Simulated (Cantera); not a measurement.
Input: 1 mol Nb2O5, 0.54 mol H2, 2.8 mol H2O, equilibrated at 1750 K and 0.0100 bar.

Equilibrium computed with Cantera from the NASA thermochemical tables; the gas is ideal and each condensed phase is pure. Candidate condensed phases: H2O, Nb, NbO, NbO2, Nb2O5; 12 gas species. Condensed phases not in the tables: the oxides between NbO2 and Nb2O5. The numbers say what is thermodynamically allowed, not how fast it happens.

**Question.** What is the equilibrium state?

**Answer.** 
```
Property                               Result
----------------------------------  ---------
x(H2O)                                  0.838
x(H2)                                   0.161
x(H)                                 0.000934
x(OH)                                0.000284
x(O2)                                 3.00e-6
x(O)                                  1.30e-6
n(Nb2O5(s))                         1.000 mol
gas amount                          3.342 mol
log10 activity of NbO2(s) (absent)      -0.69
log10 activity of Nb(s) (absent)        -7.83
```
